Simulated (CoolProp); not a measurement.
Values from CoolProp's reference Helmholtz-energy equation of state, Lemmon and Jacobsen 2000.

**Question.** For R143a, give the phase and the Joule-Thomson coefficient (K/MPa), viscosity (µPa s) at 361.3 K and 145 kPa; 361.3 K and 434 kPa; 361.3 K and 868 kPa.

**Answer.** 
- 361.3 K and 145 kPa: gas; Joule-Thomson coefficient 10.1, viscosity 13.4
- 361.3 K and 434 kPa: gas; Joule-Thomson coefficient 10.3, viscosity 13.5
- 361.3 K and 868 kPa: gas; Joule-Thomson coefficient 10.5, viscosity 13.7

Viscosity comes from a separate model (Klein 1997), an estimate that may be off by 10 % or more.
